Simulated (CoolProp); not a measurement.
Properties of water along the isotherm 657 K.

The numbers come from the reference Helmholtz-energy equation of state, Wagner 2002 in CoolProp.

| p (MPa) | phase | Joule-Thomson coefficient (K/MPa) | Prandtl number |
|---|---|---|---|
| 3.68 | gas | 7.968 | 0.978 |
| 7.35 | gas | 7.758 | 1.06 |
| 11 | gas | 7.414 | 1.19 |
| 14.7 | gas | 6.942 | 1.38 |
| 18.4 | gas | 6.324 | ___ |
| 22.1 | supercritical | 5.403 | 2.53 |
| 25.7 | supercritical | 2.366 | ___ |
| 29.4 | supercritical | 1.278 | ___ |
| 33.1 | supercritical | 0.9316 | 1.32 |
| 36.8 | supercritical | ___ | 1.16 |
| 40.5 | supercritical | 0.6123 | 1.07 |
| 44.1 | supercritical | ___ | 1.01 |
| 47.8 | supercritical | 0.4514 | 0.960 |
| 51.5 | supercritical | 0.3946 | 0.924 |
| 55.2 | supercritical | 0.3480 | 0.895 |

### Question
Fill in the missing entries.

### Answer

- 18.4, Prandtl number: 1.71
- 25.7, Prandtl number: 3.88
- 29.4, Prandtl number: 1.68
- 36.8, Joule-Thomson coefficient (K/MPa): 0.7393
- 44.1, Joule-Thomson coefficient (K/MPa): 0.5225

Viscosity comes from a separate model (Huber 2009). Thermal conductivity comes from a separate model (Huber 2012).
